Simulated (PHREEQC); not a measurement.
PHREEQC input (ion-association model, wateq4f.dat):

```
SOLUTION_MASTER_SPECIES
  An  An-  0  An  62.0  # stands for a non-complexing anion
SOLUTION_SPECIES
  An- = An-
    -log_k 0
    -gamma 3.0 0
PHASES
  Fix_H+
    H+ = H+
    -log_k 0
SOLUTION 1
  temp 25
  units mmol/kgw
  pH 7 charge
  Na 100
  An 100
END
SELECTED_OUTPUT 1
  -reset false
  -pH true
  -pe true
  -ionic_strength true
  -water true
  -totals Na
  -molalities Hfo_wOH Hfo_wOH2+ Hfo_wO- Hfo_sOH Hfo_sOH2+ Hfo_sO-
USER_PUNCH 1
  -headings sigma psi
  10 PUNCH EDL("sigma", "Hfo"), EDL("psi", "Hfo")
PRINT
  -reset false
USE solution 1
SURFACE 1
  Hfo_wOH 0.000107865 600 0.048
  Hfo_sOH 2.69663e-06
EQUILIBRIUM_PHASES 1
  Fix_H+ -3 HAn 10
    -force_equality true
  O2(g) -0.68 10
END
# ... the last block is repeated for the other 12 points of pH, with NaOH or the acid as the point needs
```

Selected output (columns that matter, 9 of 13 rows; pH added in front):

```
pH	mu	Na	m_Hfo_wOH	m_Hfo_wOH2+	m_Hfo_wO-	m_Hfo_sOH	m_Hfo_sOH2+	m_Hfo_sO-	sigma	psi
3	0.10127	0.1	2.0664e-06	0.0001058	9.2461e-10	5.166e-08	2.6449e-06	2.3115e-11	0.36333	0.15267
4	0.10017	0.1	1.439e-05	9.3425e-05	5.0774e-08	3.5974e-07	2.3356e-06	1.2694e-09	0.32067	0.14656
4.5	0.10008	0.1	2.8074e-05	7.9564e-05	2.2693e-07	7.0185e-07	1.9891e-06	5.6733e-09	0.27246	0.13828
5	0.10004	0.1	4.3982e-05	6.3181e-05	7.014e-07	1.0996e-06	1.5795e-06	1.7535e-08	0.21457	0.12616
6	0.10002	0.1	6.925e-05	3.5522e-05	3.0928e-06	1.7313e-06	8.8805e-07	7.732e-08	0.11137	0.093462
7	0.10001	0.1	8.0282e-05	2.0316e-05	7.2677e-06	2.007e-06	5.0789e-07	1.8169e-07	0.04481	0.052459
7.5	0.1	0.1	8.2154e-05	1.612e-05	9.5916e-06	2.0538e-06	4.03e-07	2.3979e-07	0.022419	0.029416
8	0.1	0.1	8.2781e-05	1.3106e-05	1.1978e-05	2.0695e-06	3.2764e-07	2.9946e-07	0.0038712	0.0053519
9	0.10002	0.10002	8.1304e-05	8.2867e-06	1.8274e-05	2.0326e-06	2.0717e-07	4.5686e-07	-0.0343	-0.04249
```

The oxide is taken as insoluble; below pH 4 it would dissolve.
